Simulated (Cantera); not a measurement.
A Cantera script and what it prints.

```python
import numpy as np
import cantera as ct

gas_names = [...]  # 109 gases of nasa_gas.yaml made of C, Cl, H, Si
cond_names = """
    C(gr) C6H6(L) C7H8(L) C8H18(L),n-octa Si(cr) Si(L) SiC(b)
""".split()


# ... load() reads the species with a 1 bar reference pressure and builds the phases ...
atoms = {
    'SiCl4': {'Si': 1, 'CL': 4},
    'CH4': {'C': 1, 'H': 4},
    'H2': {'H': 2},
}
top_T = {'C(gr)': 4500, 'SiC(b)': 3050}  # K; cautious upper limits of use, not melting points


# ... equilibrate(T, P, feed) seeds the gas with the atoms and calls Mixture.equilibrate('TP', solver="vcs", rtol=1e-11, max_steps=5000) ...
results = []
feed = {'SiCl4': 1, 'CH4': 0.014, 'H2': 20}  # mol
P = 96000  # Pa
for T in [1273, 1298, 1323, 1348, 1373, 1398, 1423, 1448, 1473, 1498, 1523, 1548, 1573]:
    mix = equilibrate(T, P, feed)
    results.append((T, P, feed, dict(zip(mix.species_names, mix.species_moles))))

top = {s: max(r[3][s] / sum(r[3][g] for g in gas_names) for r in results) for s in gas_names}
cols = sorted((s for s in top if top[s] > 0.001), key=lambda s: -top[s])[:7]
seen = [c for c in cond_names if any(r[3].get(c, 0) > 1e-12 for r in results)]
print("log10 of partial pressures in bar; condensed amounts in mol")
print(f"{'T/K':>10s}" + "".join(f"{s[:9]:>10s}" for s in cols + seen))
for T, P, feed, n in results:
    ng = sum(n[g] for g in gas_names)
    print(f"{T:10.4g}" + "".join(f"{np.log10(max(n[s] / ng * P / 1e5, 1e-99)):10.3f}" for s in cols)
          + "".join(f"{n.get(c, 0):10.4g}" for c in seen))
```

Result:

```
log10 of partial pressures in bar; condensed amounts in mol
       T/K        H2       HCL     SiCL2     SiCL4    SiHCL3     SiCL3   SiH2CL2    Si(cr)    SiC(b)
      1273    -0.059    -1.352    -2.233    -1.763    -1.868    -2.406    -2.832   0.05404   0.01359
      1298    -0.061    -1.308    -2.131    -1.805    -1.903    -2.357    -2.852   0.06702   0.01361
      1323    -0.063    -1.269    -2.038    -1.854    -1.943    -2.315    -2.876   0.07815   0.01362
      1348    -0.065    -1.233    -1.952    -1.910    -1.988    -2.282    -2.903   0.08716   0.01364
      1373    -0.067    -1.201    -1.875    -1.973    -2.039    -2.257    -2.934   0.09392   0.01365
      1398    -0.069    -1.172    -1.806    -2.045    -2.095    -2.241    -2.969   0.09843   0.01366
      1423    -0.071    -1.147    -1.745    -2.124    -2.158    -2.233    -3.008    0.1008   0.01367
      1448    -0.073    -1.126    -1.691    -2.212    -2.226    -2.234    -3.051    0.1014   0.01368
      1473    -0.074    -1.108    -1.645    -2.307    -2.300    -2.243    -3.097    0.1005   0.01369
      1498    -0.076    -1.093    -1.605    -2.408    -2.378    -2.259    -3.147   0.09837    0.0137
      1523    -0.077    -1.081    -1.572    -2.516    -2.461    -2.281    -3.200   0.09545   0.01371
      1548    -0.078    -1.072    -1.543    -2.628    -2.548    -2.309    -3.255   0.09198   0.01371
      1573    -0.079    -1.064    -1.519    -2.744    -2.637    -2.342    -3.312   0.08818   0.01372
```

Equilibrium computed with Cantera from the NASA thermochemical tables; the gas is ideal and each condensed phase is pure. Mutual solubility and eutectic melting of coexisting phases are not modelled. The tables' values for SiCl3 are old estimates; treat these amounts as uncertain.
